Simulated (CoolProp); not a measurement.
Model: reference Helmholtz-energy equation of state, Zhou 2011, in CoolProp.

Give the vapour pressure (bar), liquid density (kg/m³), vapour density (kg/m³), liquid cp (kJ/(kg K)) of saturated dimethyl carbonate at 179.15, 181.55 °C.


```
T (°C)  p (bar)  liquid density (kg/m³)  vapour density (kg/m³)  liquid cp (kJ/(kg K))
------  -------  ----------------------  ----------------------  ---------------------
179.15     9.16                     833                    25.6                   2.24
181.55     9.60                     829                    26.8                   2.25
```
